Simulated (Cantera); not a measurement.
A perfectly stirred reactor is fed with 10.5 % C2H4, 12.6 % O2, 73.8 % N2, 3.14 % H2O, equivalence ratio 2.5, at 3750 Torr; it is adiabatic with a 475 K inlet, and is followed from long to short residence time, starting on the burning branch (τ in s: 0.12, 0.055, 0.025, 0.011, 0.0051, 0.0023, 0.0011, 0.00048, 0.00022, 9.8e-05).

Detailed kinetics in Cantera: GRI-Mech 3.0 (53 species, 325 reactions). GRI-Mech 3.0 was tuned for natural gas; its chemistry of ethylene as a main component is partial and can be far from experiment.

**Question.** Predict: blow-out, bracketed by the residence times tried; x(C2H4) at τ = 0.120 s; x(O2) at τ = 0.120 s; x(H2O) at τ = 0.120 s; x(NO) at τ = 0.120 s; x(N2O) at τ = 0.120 s; x(C2H4) at τ = 2.30 ms; x(O2) at τ = 2.30 ms; x(H2O) at τ = 2.30 ms; x(NO) at τ = 2.30 ms; x(N2O) at τ = 2.30 ms.

**Answer.** 
* **blow-out, bracketed by the residence times tried**: burning at 0.220 ms, out at 98.0 µs
* **x(C2H4) at τ = 0.120 s**: 0.00175
* **x(O2) at τ = 0.120 s**: 0.00101
* **x(H2O) at τ = 0.120 s**: 0.0957
* **x(NO) at τ = 0.120 s**: 9.36e-9
* **x(N2O) at τ = 0.120 s**: 1.88e-9
* **x(C2H4) at τ = 2.30 ms**: 0.00852
* **x(O2) at τ = 2.30 ms**: 0.00750
* **x(H2O) at τ = 2.30 ms**: 0.0959
* **x(NO) at τ = 2.30 ms**: 1.87e-8
* **x(N2O) at τ = 2.30 ms**: 1.78e-8
